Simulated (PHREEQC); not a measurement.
0.02 g of hydrous ferric oxide (600 m²/g; 0.2 weak and 0.005 strong sites per Fe, Dzombak-Morel constants, diffuse double layer) in 1 kg of water with 0.001 mol/kgw of an inert sodium salt and 1.2e-06 mol SrCl2, at 25 °C; the pH is set by adding NaOH or the inert anion's acid. Oxygen is held at 0.21 atm. CO2 from the air is kept out. No solid was allowed to form.

Model: ion-association model, wateq4f.dat, run in PHREEQC.

Q: Predict surface charge σ (C/m²), surface potential ψ (mV) at pH = 3, 6.5.

A: 
| pH | surface charge σ (C/m²) | surface potential ψ (mV) |
|---|---|---|
| 3 | 0.252 | 234 |
| 6.5 | 0.011 | 92 |

Complexes and solids missing from the database can't appear. The oxide is taken as insoluble; below pH 4 it would dissolve.
